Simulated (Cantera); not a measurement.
**Equilibrium for fluorocarbon and chlorocarbon gases: c-C₄F₈ + CH₄**

Input: 1 mol c-C₄F₈, 0.1 mol CH₄, at 1475 K and 31.5 Torr.

These are equilibrium values from Cantera (NASA tables, ideal gas, pure condensed phases), not measurements of a reactor. Candidate condensed phases: C, C₆H₆, C₇H₈, C₈H₁₈; 95 gas species. The feed counts by its element totals alone. Gases not in the tables: C₂F₆ and larger saturated fluorocarbons. The numbers say what is thermodynamically allowed, not how fast it happens.

The x(CF₄) is 0.826. The x(HF) is 0.174. The x(CF₂) is 0.000130, the x(CF₃) is 4.41e-5 and the x(F) is 1.32e-5. The x(CHF₃) is 1.35e-6, the n(C(graphite)) is 2.20 mol and the gas amount is 2.300 mol.
